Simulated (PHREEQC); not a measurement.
A made-up water analysis in mg/L, 15 °C, pH 6.45, pe 12.1:

```
constituent                 mg/L
-----------------------  -------
Na                          2.46
K                           5.58
Ca                          26.5
Mg                          0.38
Cl                          6.13
S(6) as SO4                 47.1
Alkalinity as HCO3          30.9
O(0) (dissolved oxygen)  0.00703
Li                        0.0137
N(5) as NO3                0.236
Cu(2)                     0.0934
Sr                         0.125
```

Valence states are taken as typed.

Computed with PHREEQC (ion-association model, wateq4f.dat).

This is a speciation only: nothing precipitates in the calculation.

Q: Order these Ca species by the share of Ca that they hold, largest first: Ca+2, CaHCO3+, CaSO4.

A: Ca+2 (95 %), CaSO4 (5.0 %), CaHCO3+ (0.40 %)

Q: Order these C species by the share of C that they hold, largest first: CO2, CaHCO3+, HCO3-.

A: HCO3- (53 %), CO2 (47 %), CaHCO3+ (0.28 %)

The pH is 6.45 and the ionic strength 0.00266 mol/kgw.
